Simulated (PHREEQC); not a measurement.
Make-up at 25 °C: 130 mmol/kgw HCl, 7 mmol/kgw AlCl3, 0.034 mmol/kgw MnSO4 and 1.7 mmol/kgw KOH. Closed to the air; pH follows from the charge balance.

Equilibrium calculation in PHREEQC: ion-association model, wateq4f.dat.

No solid was allowed to form.

Question: Estimate the pH.

Answer: pH 0.99.

Question: In which forms is Mn present?

Answer: Mn+2 83 %, MnCl+ 17 %, MnCl2 0.6 % of the Mn.
